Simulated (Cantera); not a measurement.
A closed system holds: 1 mol SiH2Cl2, 0.046 mol C2H2, 7.7 mol H2, 0.074 mol C3H8, equilibrated at 0.100 bar.

These are equilibrium values from Cantera (NASA tables, ideal gas, pure condensed phases), not measurements of a reactor. Candidate condensed phases: C, C6H6, C7H8, C8H18, Si, SiC; 109 gas species. Mutual solubility and eutectic melting of coexisting phases are not modelled. The tables' values for SiCl3, SiCl are old estimates; treat these amounts as uncertain. Equilibrium is a limit: real reactors are often held back by kinetics, nucleation or transport. All values below are at 1675 K.

Base state: H2 0.849, HCl 0.103, SiCl2 0.0453, SiCl3 0.00147, H 0.000338, SiHCl3 0.000146, SiCl4 9.86e-5, SiH2Cl2 3.74e-5 (mole fractions); condensed: Si(s) + SiC(s).

What changes in the equilibrium state with this change: SiH2Cl2 replaced by (CH3)2SiCl2?


```csv
species,before,after
H2,0.849,0.835
HCl,0.103,0.163
SiCl2,0.0453,0.00154
C2H2 (acetylene),8.92e-9,4.85e-5
CH4,1.17e-6,8.40e-5
SiCl,2.95e-5,6.30e-7
"Si(s), mol",0.213,0
"SiC(s), mol",0.314,0.980
"C(graphite), mol",0,1.33
```
The feed counts by its element totals alone. The tables' values for SiCl3 are old estimates; treat these amounts as uncertain.
